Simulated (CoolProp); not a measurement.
The fluid at 298.15 K and 0.00621 MPa flows at 6.5 m/s in a round tube of 10 mm bore and 1.5 µm roughness, fully developed (64/Re and Nu = 3.66 if laminar; Colebrook and Gnielinski if turbulent). The same conditions are run with several fluids, on thermodynamics alone (safety and materials aside).

Values from CoolProp's reference Helmholtz-energy equation of state of each fluid (ethanol: Schroeder 2014; R134a: Tillner-Roth 1994; propane: Lemmon 2009; benzene: Thol 2012; n-butane: Bücker 2006).

Rank ethanol, R134a, propane, benzene, n-butane by Reynolds number, highest first.

benzene (1690), R134a (1400), n-butane (1280), propane (881), ethanol (859)

```json
[
 {"fluid": "ethanol", "Darcy friction factor": "0.0745", "pressure drop (Pa/m)": "18.2", "heat-transfer coefficient (W/(m² K))": "5.57", "mass flow (kg/h)": "0.213"},
 {"fluid": "R134a", "Darcy friction factor": "0.0456", "pressure drop (Pa/m)": "24.6", "heat-transfer coefficient (W/(m² K))": "4.89", "mass flow (kg/h)": "0.470"},
 {"fluid": "propane", "Darcy friction factor": "0.0726", "pressure drop (Pa/m)": "17.0", "heat-transfer coefficient (W/(m² K))": "6.69", "mass flow (kg/h)": "0.203"},
 {"fluid": "benzene", "Darcy friction factor": "0.0379", "pressure drop (Pa/m)": "15.7", "heat-transfer coefficient (W/(m² K))": "3.86", "mass flow (kg/h)": "0.361"},
 {"fluid": "n-butane", "Darcy friction factor": "0.0501", "pressure drop (Pa/m)": "15.4", "heat-transfer coefficient (W/(m² K))": "6.06", "mass flow (kg/h)": "0.268"}
]
```

Transport values come from each fluid's own correlations; those of R134a are estimates that may be off by 10 % or more.
